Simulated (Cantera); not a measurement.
Input (Python, Cantera):

```python
import numpy as np
import cantera as ct

gas = ct.Solution("gri30.yaml")
gas.TPX = 1375, 100000, {'H2': 0.3, 'O2': 1, 'N2': 27}
reactor = ct.IdealGasConstPressureReactor(gas, energy="off", clone=False)
net = ct.ReactorNet([reactor])
net.rtol, net.atol = 1e-08, 1e-18
show = ['H2', 'O2', 'O', 'OH', 'N2O', 'H2O2']
times = np.geomspace(4e-06, 2, 15)

steps = ct.SolutionArray(gas, extra=["t"])
rows = []
print(f"{'t/s':>10s}{'T/K':>9s}{'P/Pa':>11s}" + "".join(f"{s:>11s}" for s in show))
for t in times:
    while net.time < t:
        t_next = net.step()
        steps.append(gas.state, t=t_next)
    rows.append([np.interp(t, steps.t, y) for y in (steps.T, steps.P, *steps(*show).X.T)])
    print(f"{t:10.3e}{rows[-1][0]:9.1f}{rows[-1][1]:11.4g}" + "".join(f"{x:11.3e}" for x in rows[-1][2:]))
rate = np.gradient(steps.T, steps.t)
print("integrator steps:", len(steps.t))
if steps.T.max() > steps.T[0] + 200:
    print(f"time of steepest temperature rise: {steps.t[rate.argmax()]:.4e} s")
gas.TPX = 1375, 100000, {'H2': 0.3, 'O2': 1, 'N2': 27}
gas.equilibrate("TP")
print(f"equilibrium (TP): T = {gas.T:.1f} K  " + "  ".join(f"{s} {gas[s].X[0]:.3e}" for s in show))
```

It prints:

```
       t/s      T/K       P/Pa         H2         O2          O         OH        N2O       H2O2
 4.000e-06   1375.0      1e+05  1.060e-02  3.534e-02  3.612e-10  3.245e-10  3.189e-15  8.751e-13
 1.021e-05   1375.0      1e+05  1.060e-02  3.534e-02  1.952e-09  1.601e-09  1.517e-14  5.308e-12
 2.607e-05   1375.0      1e+05  1.060e-02  3.534e-02  1.439e-08  1.107e-08  1.372e-13  3.001e-11
 6.657e-05   1375.0      1e+05  1.060e-02  3.533e-02  5.737e-07  4.353e-07  5.961e-12  2.838e-10
 1.700e-04   1375.0      1e+05  4.595e-03  3.182e-02  1.613e-03  9.251e-04  2.483e-08  5.423e-07
 4.339e-04   1375.0      1e+05  2.718e-04  2.965e-02  1.300e-03  5.281e-04  2.918e-07  3.299e-07
 1.108e-03   1375.0      1e+05  5.200e-05  3.005e-02  2.377e-04  2.194e-04  4.495e-07  1.345e-07
 2.828e-03   1375.0      1e+05  8.013e-06  3.016e-02  3.713e-05  8.718e-05  5.345e-07  3.582e-08
 7.221e-03   1375.0      1e+05  1.454e-06  3.018e-02  7.327e-06  3.916e-05  5.664e-07  9.223e-09
 1.844e-02   1375.0      1e+05  3.516e-07  3.019e-02  1.931e-06  2.015e-05  5.588e-07  2.730e-09
 4.707e-02   1375.0      1e+05  1.093e-07  3.019e-02  6.337e-07  1.153e-05  4.963e-07  9.443e-10
 1.202e-01   1375.0      1e+05  4.299e-08  3.019e-02  2.558e-07  7.308e-06  3.477e-07  3.918e-10
 3.068e-01   1375.0      1e+05  2.361e-08  3.019e-02  1.405e-07  5.408e-06  1.403e-07  2.189e-10
 7.834e-01   1375.0      1e+05  1.918e-08  3.019e-02  1.132e-07  4.854e-06  2.798e-08  1.777e-10
 2.000e+00   1375.0      1e+05  1.888e-08  3.019e-02  1.113e-07  4.813e-06  1.867e-08  1.749e-10
integrator steps: 1430
equilibrium (TP): T = 1375.0 K  H2 1.892e-08  O2 3.006e-02  O 1.111e-07  OH 4.808e-06  N2O 1.864e-08  H2O2 1.745e-10
```

Detailed kinetics in Cantera: GRI-Mech 3.0 (53 species, 325 reactions).
